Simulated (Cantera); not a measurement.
Feed: 1 mol SiH4, 0.65 mol N2, 2 mol H2, held at 0.000330 bar.

Cantera equilibrium calculation (NASA polynomials, part measured and part estimated; ideal gas, pure solids and liquids). Candidate condensed phases: Si, Si3N4; 18 gas species. The tables' values for SiN are old estimates; treat these amounts as uncertain. Gases not in the tables: Si2H6 and higher silanes. Rates play no part. All values below are at 1500 °C.

Base state: H2 0.841, N2 0.138, H 0.0144, Si 0.00646, SiH 0.000133, Si2 3.59e-5, Si2N 3.46e-5, SiN 2.09e-5 (mole fractions); condensed: Si(l).

**Question.** What changes in the equilibrium state with this change: pressure from 0.000330 bar to 7.50e-5 bar?

**Answer.** 
```json
[
 {"species": "H2", "before": "0.841", "after": "0.808"},
 {"species": "N2", "before": "0.138", "after": "0.134"},
 {"species": "H", "before": "0.0144", "after": "0.0295"},
 {"species": "Si", "before": "0.00646", "after": "0.0284"},
 {"species": "Si3", "before": "8.67e-6", "after": "3.82e-5"},
 {"species": "Si2", "before": "3.59e-5", "after": "0.000158"},
 {"species": "Si2N", "before": "3.46e-5", "after": "7.16e-5"},
 {"species": "Si(l), mol", "before": "0.968", "after": "0.857"}
]
```

**Question.** What changes in the equilibrium state with this change: pressure from 0.000330 bar to 0.0133 bar?

**Answer.** 
```tsv
species	before	after
H2	0.841	0.858
N2	0.138	0.140
H	0.0144	0.00228
Si	0.00646	0.000160
Si2	3.59e-5	8.89e-7
SiN	2.09e-5	3.31e-6
Si(l), mol	0.968	0.999
```
